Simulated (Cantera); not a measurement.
## Premixed flame

A freely propagating, adiabatic, planar premixed flame of H2 : O2 : N2 = 1 : 0.505 : 1.9 (molar parts), equivalence ratio 0.99, unburnt at 450 K and 2.50 bar; mixture-averaged transport, grid criteria slope 0.08 and curve 0.16, no radiation.

Computed with Cantera and the H2/O2 subset of GRI-Mech 3.0, which has no nitrogen chemistry. The hydrogen kinetics of GRI-Mech 3.0 are dated; newer H2 mechanisms differ, most at raised pressure. Burning velocities carry a grid error of a few per cent, more on coarse grids.

```
z (mm)   T (K)  u (m/s)    x H2    x O2   x H2O2      x OH     x H2O     x HO2
-------  -----  -------  ------  ------  -------  --------  --------  --------
-0.380     450     4.32   0.294   0.148    <1e-8     <1e-8     <1e-8     <1e-8
-0.253     450     4.32   0.294   0.148    <1e-8     <1e-8     <1e-8     <1e-8
-0.190     450     4.32   0.294   0.148    <1e-8     <1e-8   4.25e-8     <1e-8
-0.127     450     4.32   0.293   0.148  1.40e-8     <1e-8   1.92e-6   2.97e-7
-0.0633    470     4.45   0.283   0.150  7.88e-6   7.82e-6  0.000628  0.000145
-0.0316    721     6.58   0.242   0.147  8.49e-5  0.000957    0.0212  0.000635
0         1212     10.7   0.159   0.114  2.65e-5   0.00282    0.0997  0.000248
0.0316    1568     13.7  0.0815  0.0619  5.32e-6   0.00826     0.194  0.000111
0.0633    1756     15.2  0.0510  0.0362  2.90e-6    0.0128     0.237   5.66e-5
0.127     1940     16.6  0.0403  0.0249  1.53e-6    0.0159     0.259   3.10e-5
0.253     2108     17.9  0.0355  0.0200  8.94e-7    0.0164     0.274   1.87e-5
0.506     2251     18.9  0.0292  0.0159  6.05e-7    0.0151     0.289   1.07e-5
1.01      2359     19.7  0.0226  0.0125  4.52e-7    0.0129     0.302   6.22e-6
```
x: mole fraction of selected species; z is measured from the peak of heat release.

The laminar burning velocity is 432 cm/s and the thermal thickness is 0.127 mm. The peak x(H2O2) is 8.61e-5. The peak x(OH) is 0.0165. The peak x(HO2) comes out as 0.000734 and the grid points is 112.
